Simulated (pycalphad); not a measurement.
Effect of Si content in Cu-Si

Source of the numbers: pycalphad with the COST 507 light-alloy database (1999); pressure 1 atm. These are 1990s assessments: newer ones move some temperatures and phases. Phase fractions are per mole of atoms. Kinetics are ignored, which matters at the lower temperatures.

```
alloy               liquidus (°C)  first solid  solidus (°C)                      phases at 457 °C
------------------  -------------  -----------  ------------  ------------------------------------
Cu-0.6371Si (wt.%)           1073          fcc          1055                              fcc 1.00
Cu-1.943Si (wt.%)            1043          fcc           997                              fcc 1.00
Cu-2.611Si (wt.%)            1025          fcc           967                              fcc 1.00
Cu-8.387Si (wt.%)             ___          ___           ___                                   ___
Cu-11.59Si (wt.%)             856  CU19SI6_ETA           816  CU19SI6_ETA 0.72, CU4SI_EPSILON 0.28
```

Some entries are withheld; supply them.


- Cu-8.387Si (wt.%), liquidus (°C): 837
- Cu-8.387Si (wt.%), first solid: bcc
- Cu-8.387Si (wt.%), solidus (°C): 820
- Cu-8.387Si (wt.%), phases at 457 °C: CU56SI11_GAMMA 0.79, CU4SI_EPSILON 0.21

Database names, with the compositions (at.%) that they take in these runs: CU19SI6_ETA: Cu 76 Si 24; CU56SI11_GAMMA: Cu 84 Si 16; CU4SI_EPSILON: Cu 80 Si 20.
